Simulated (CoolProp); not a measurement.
A single-stage vapour-compression cycle with C2F6 (R116): evaporating at 203.15 K (dew point), condensing at 223.15 K (bubble point), superheat 2 K, subcooling 8 K, compressor efficiency 0.9, no pressure losses. Each further row changes one setting.

Values from CoolProp's reference Helmholtz-energy equation of state, Lemmon 2006. It is a short technical equation, of lower accuracy than the large ones.

```json
[
 {"case": "as stated", "cooling COP": "8.81", "pressure ratio": "2.41", "discharge temperature (K)": "227.5", "refrigerating effect (kJ/kg)": "103", "volumetric capacity (kJ/m³)": "1360"},
 {"case": "evaporating temperature 208.15 K", "cooling COP": "12.3", "pressure ratio": "1.90", "discharge temperature (K)": "226.7", "refrigerating effect (kJ/kg)": "[?]", "volumetric capacity (kJ/m³)": "1740"},
 {"case": "condensing temperature 218.15 K", "cooling COP": "12.1", "pressure ratio": "[?]", "discharge temperature (K)": "222.1", "refrigerating effect (kJ/kg)": "108", "volumetric capacity (kJ/m³)": "1420"},
 {"case": "subcooling 13 K", "cooling COP": "9.24", "pressure ratio": "2.41", "discharge temperature (K)": "227.5", "refrigerating effect (kJ/kg)": "108", "volumetric capacity (kJ/m³)": "1420"},
 {"case": "superheat 12 K", "cooling COP": "8.83", "pressure ratio": "2.41", "discharge temperature (K)": "[?]", "refrigerating effect (kJ/kg)": "109", "volumetric capacity (kJ/m³)": "1360"},
 {"case": "compressor efficiency 0.8", "cooling COP": "7.83", "pressure ratio": "2.41", "discharge temperature (K)": "229.5", "refrigerating effect (kJ/kg)": "103", "volumetric capacity (kJ/m³)": "1360"}
]
```

Q: Some entries are withheld; supply them.

A: 
- evaporating temperature 208.15 K, refrigerating effect (kJ/kg): 105
- condensing temperature 218.15 K, pressure ratio: 1.97
- superheat 12 K, discharge temperature (K): 237.5
